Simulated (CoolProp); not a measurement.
A single-stage vapour-compression cycle with C3F8 (R218): evaporating at 256.15 K (dew point), condensing at 295.15 K (bubble point), superheat 8 K, subcooling 0 K, compressor efficiency 0.85, no pressure losses. Each further row changes one setting.

Computed with CoolProp (reference Helmholtz-energy equation of state, Lemmon 2006). It is a short technical equation, of lower accuracy than the large ones.

| case | cooling COP | pressure ratio | discharge temperature (K) | refrigerating effect (kJ/kg) | volumetric capacity (kJ/m³) |
|---|---|---|---|---|---|
| as stated | 3.99 | 3.49 | 295.1 | 61.4 | 1310 |
| evaporating temperature 261.15 K | 4.88 | 2.91 | 295.1 | 64.6 | 1640 |
| condensing temperature 290.15 K | 4.87 | 3.04 | 290.2 | 67.1 | 1430 |
| subcooling 5 K | 4.36 | 3.49 | 295.1 | 67.1 | 1430 |
| superheat 18 K | 4.23 | 3.49 | 303.4 | 69.3 | 1410 |
| compressor efficiency 0.75 | 3.52 | 3.49 | 296.2 | 61.4 | 1310 |

The compression ends wet for: as stated; evaporating temperature 261.15 K; subcooling 5 K.
